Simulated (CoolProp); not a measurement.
Vapour-liquid equilibrium of R134a (1) + R123 (2) at -57.15 °C; x and y are mole fractions of (1).

Computed with CoolProp (multi-fluid Helmholtz-energy mixture model, Tillner-Roth 1994 and Younglove 1994; pair parameters Bell 2016).

```tsv
x	bubble pressure (kPa)	y at the bubble point	dew pressure at overall composition x (kPa)	liquid density (mol/L)
0.05	2.480	0.609	1.070	10.98
0.125	4.556	0.803	1.159	11.20
0.2	6.456	0.871	1.263	11.41
0.275	8.163	0.906	1.388	11.64
0.35	9.677	0.927	1.541	11.87
0.425	11.01	0.942	1.731	12.12
0.5	12.20	0.952	1.974	12.37
0.575	13.27	0.960	2.297	12.63
0.65	14.26	0.967	2.746	12.91
0.725	15.21	0.974	3.412	13.19
0.8	16.17	0.980	4.503	13.49
0.875	17.17	0.987	6.600	13.81
0.95	18.28	0.994	11.95	14.14
```

No azeotrope shows between x = 0.05 and 0.95.

Pair parameters are fitted to limited data, so mixtures are less certain than the pure fluids.
